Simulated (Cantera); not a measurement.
Input (Python, Cantera) and output of one run.

```python
import numpy as np
import cantera as ct

gas_names = """
    H HO2 H2 H2O H2O2 O OH O2 O3 Pb PbO Pb2
""".split()
cond_names = """
    H2O(s) H2O(L) Pb(cr) Pb(L) PbO(rd) PbO(yw) PbO(L) PbO2(s) Pb3O4(s)
""".split()


def load(file, names, dense=False):
    # The tables refer to 1 bar. Condensed volumes are neglected.
    table = {s.name: s for s in ct.Species.list_from_file(file)}
    out = []
    for n in names:
        d = dict(table[n].input_data)
        d["thermo"] = dict(d["thermo"], **{"reference-pressure": 1e5})
        if dense:
            d["equation-of-state"] = {"model": "constant-volume", "density": "1e6 g/cm^3"}
        out.append(ct.Species.from_dict(d))
    return out


gas = ct.Solution(thermo="ideal-gas", species=load("nasa_gas.yaml", gas_names))
cond = {s.name: ct.Solution(thermo="fixed-stoichiometry", species=[s], name=s.name)
        for s in load("nasa_condensed.yaml", cond_names, dense=True)}
atoms = {
    'PbO': {'Pb': 1, 'O': 1},
    'O2': {'O': 2},
    'H2': {'H': 2},
}
top_T = {'Pb3O4(s)': 820}  # K; cautious upper limits of use, not melting points


def equilibrate(T, P, feed):
    n = {}
    for name, mol in feed.items():
        for a, k in atoms[name].items():
            n[a] = n.get(a, 0.0) + k * mol
    gas.TPX = T, P, n
    mass = sum(n.values()) * gas.mean_molecular_weight
    gas.equilibrate("TP")
    valid = [c for c in cond.values() if c.min_temp <= T <= top_T.get(c.name, c.max_temp)]
    mix = ct.Mixture([(gas, mass / gas.mean_molecular_weight)] + [(c, 0.0) for c in valid])
    mix.T, mix.P = T, P
    mix.equilibrate("TP", solver="vcs", rtol=1e-11, max_steps=5000)
    return mix


results = []
feed = {'PbO': 1, 'O2': 0.017, 'H2': 17}  # mol
T = 1523  # K
P = 56000  # Pa
mix = equilibrate(T, P, feed)
results.append((T, P, feed, dict(zip(mix.species_names, mix.species_moles))))
x = sorted(zip(gas.X, gas.species_names), reverse=True)
print(f"T = {T:g} K  P = {P:g} Pa  gas = {mix.phase_moles(0):.4g} mol")
print("   x: " + "  ".join(f"{s} {v:.3e}" for v, s in x if v > 1e-05))
print("   condensed (mol): " + ("  ".join(f"{mix.phase(i).name} {mix.phase_moles(i):.4g}"
      for i in range(1, mix.n_phases) if mix.phase_moles(i) > 1e-12) or "none"))
```

Result:

```
T = 1523 K  P = 56000 Pa  gas = 17.98 mol
   x: H2 8.879e-01  H2O 5.750e-02  Pb 5.456e-02  H 2.910e-05  Pb2 2.640e-05
   condensed (mol): Pb(L) 0.018
```

Method: chemical equilibrium by Gibbs-energy minimisation in Cantera with the NASA 1993 tables (ideal gas, pure condensed phases).
